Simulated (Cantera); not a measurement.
Input (Python, Cantera):

```python
import numpy as np
import cantera as ct

gas = ct.Solution("h2o2.yaml")
gas.TPX = 500, 75000, {'H2': 1, 'O2': 0.192, 'N2': 0.723}
flame = ct.FreeFlame(gas, width=0.049)
flame.set_refine_criteria(ratio=3, slope=0.08, curve=0.16)
flame.transport_model = "mixture-averaged"
flame.solve(loglevel=0, auto=True)
flame.transport_model = "multicomponent"
flame.soret_enabled = True
flame.solve(loglevel=0, refine_grid=True)
z, T = flame.grid, flame.T
thick = (T[-1] - T[0]) / np.gradient(T, z).max()
show = ['H2', 'O2', 'H2O', 'O', 'H2O2', 'OH']
print(f"laminar burning velocity  {flame.velocity[0] * 100:.3f} cm/s")
print(f"burnt temperature         {T[-1]:.1f} K")
print(f"thermal thickness         {thick * 1e3:.4f} mm")
print(f"grid points               {len(z)}")
z0 = z[flame.heat_release_rate.argmax()]
print(f"{'z/mm':>9s}{'T/K':>9s}{'u/(m/s)':>9s}" + "".join(f"{s:>11s}" for s in show))
rows = []
for k in (-3, -2, -1.5, -1, -0.5, -0.25, 0, 0.25, 0.5, 1, 2, 4, 8):
    zz = z0 + k * thick
    rows.append([k * thick, np.interp(zz, z, T), np.interp(zz, z, flame.velocity),
                 *(np.interp(zz, z, flame.X[gas.species_index(s)]) for s in show)])
    print(f"{rows[-1][0] * 1e3:9.3f}{rows[-1][1]:9.1f}{rows[-1][2]:9.3f}" + "".join(f"{x:11.3e}" for x in rows[-1][3:]))
```

Output:

```
laminar burning velocity  557.794 cm/s
burnt temperature         2026.1 K
thermal thickness         0.6345 mm
grid points               129
     z/mm      T/K  u/(m/s)         H2         O2        H2O          O       H2O2         OH
   -1.904    500.0    5.578  5.222e-01  1.003e-01  2.292e-13  1.033e-15  1.918e-16  1.767e-17
   -1.269    500.0    5.578  5.222e-01  1.003e-01  4.378e-11  4.107e-13  1.441e-13  7.059e-15
   -0.952    500.0    5.578  5.222e-01  1.003e-01  2.556e-09  3.082e-11  1.168e-11  5.310e-13
   -0.635    500.1    5.577  5.220e-01  1.003e-01  4.020e-07  5.236e-09  2.968e-09  1.769e-10
   -0.317    537.6    5.860  5.082e-01  1.020e-01  1.728e-03  1.443e-05  8.143e-06  8.705e-05
   -0.159    782.2    8.289  4.735e-01  9.480e-02  2.399e-02  2.270e-04  1.025e-05  4.363e-04
    0.000   1151.2   12.027  3.945e-01  5.960e-02  9.748e-02  1.772e-03  8.615e-07  1.142e-03
    0.159   1390.3   14.503  3.215e-01  1.557e-02  1.819e-01  1.578e-03  3.557e-07  1.751e-03
    0.317   1492.0   15.531  3.048e-01  2.602e-03  2.078e-01  6.085e-04  1.903e-07  1.671e-03
    0.635   1588.1   16.453  3.092e-01  1.851e-04  2.136e-01  3.348e-04  1.407e-07  1.779e-03
    1.269   1686.8   17.368  3.189e-01  7.707e-05  2.152e-01  2.524e-04  9.935e-08  1.831e-03
    2.538   1785.0   18.254  3.288e-01  4.753e-05  2.170e-01  1.616e-04  5.740e-08  1.693e-03
    5.076   1868.5   18.989  3.373e-01  2.499e-05  2.188e-01  8.699e-05  2.901e-08  1.386e-03
```

Computed with Cantera and the H2/O2 subset of GRI-Mech 3.0, which has no nitrogen chemistry. Burning velocities carry a grid error of a few per cent, more on coarse grids.
